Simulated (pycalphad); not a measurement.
All values are pycalphad results on the COST 507 light-alloy database (1999) (1 atm), not direct measurements. The database dates from 1999; later assessments differ in places, in temperatures and in the compounds included. Phase fractions are per mole of atoms. Diffusion is slow at the low end, where real alloys seldom reach equilibrium.

Give the equilibrium state of Ti-51.3C (at.%) at 600 K.

fcc, fraction 0.960, with 49.3 C at.%; graphite, fraction 0.040, with 100 C at.%.

Give the equilibrium state of Ti-51.3C (at.%) at 3150 K.

fcc, fraction 0.745, with 48.0 C at.%; liquid, fraction 0.255, with 61.0 C at.%.

The fcc model also describes the rock-salt carbide or nitride (TiC, TiN, HfC).
